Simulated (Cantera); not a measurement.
A freely propagating, adiabatic, planar premixed flame of CH₄ : H₂ : O₂ : N₂ = 1 : 0.49 : 1.87 : 7.03 (molar parts), equivalence ratio 1.2, unburnt at 300 K and 0.590 bar; mixture-averaged transport, grid criteria slope 0.08 and curve 0.16, no radiation.

Cantera simulation using GRI-Mech 3.0 (53 species, 325 reactions); the numbers are that mechanism's predictions, not measurements. Burning velocities carry a grid error of a few per cent, more on coarse grids.

x: mole fraction of selected species; z is measured from the peak of heat release.

| z (mm) | T (K) | u (m/s) | x CH₄ | x H₂ | x O₂ | x H₂O | x NO₂ | x H₂O₂ |
|---|---|---|---|---|---|---|---|---|
| -1.72 | 300 | 0.561 | 0.0962 | 0.0472 | 0.180 | 2.50e-6 | <1e-8 | <1e-8 |
| -1.15 | 301 | 0.563 | 0.0962 | 0.0473 | 0.180 | 5.44e-5 | <1e-8 | ___ |
| -0.862 | 305 | 0.571 | 0.0960 | 0.0474 | 0.180 | 0.000401 | <1e-8 | ___ |
| -0.575 | 368 | 0.690 | 0.0932 | 0.0478 | 0.177 | 0.00653 | 7.17e-8 | ___ |
| -0.287 | 862 | 1.64 | 0.0676 | 0.0486 | 0.143 | 0.0577 | 4.85e-8 | ___ |
| -0.144 | 1312 | 2.52 | 0.0384 | 0.0489 | 0.100 | 0.106 | 1.29e-8 | ___ |
| 0 | 1702 | 3.29 | 0.0106 | 0.0460 | 0.0515 | 0.154 | <1e-8 | ___ |
| 0.144 | 1874 | 3.64 | 0.00116 | 0.0389 | 0.0216 | 0.180 | <1e-8 | ___ |
| 0.287 | 1919 | 3.71 | 7.01e-5 | 0.0342 | 0.0104 | 0.188 | <1e-8 | ___ |
| 0.575 | 1950 | 3.76 | 2.24e-7 | 0.0330 | 0.00546 | 0.189 | <1e-8 | ___ |
| 1.15 | 1985 | 3.81 | <1e-8 | 0.0334 | 0.00403 | 0.190 | <1e-8 | ___ |
| 2.30 | 2029 | 3.88 | <1e-8 | 0.0327 | 0.00295 | 0.193 | <1e-8 | ___ |
| 4.60 | 2077 | 3.96 | <1e-8 | 0.0318 | 0.00182 | 0.197 | <1e-8 | ___ |

Task: Some entries are withheld; supply them.

Result: 
- -1.15, x H₂O₂: 6.34e-8
- -0.862, x H₂O₂: 5.17e-7
- -0.575, x H₂O₂: 8.46e-6
- -0.287, x H₂O₂: 1.74e-5
- -0.144, x H₂O₂: 7.47e-6
- 0, x H₂O₂: 9.66e-7
- 0.144, x H₂O₂: 2.44e-7
- 0.287, x H₂O₂: 1.58e-7
- 0.575, x H₂O₂: 1.36e-7
- 1.15, x H₂O₂: 1.09e-7
- 2.30, x H₂O₂: 8.09e-8
- 4.60, x H₂O₂: 5.39e-8
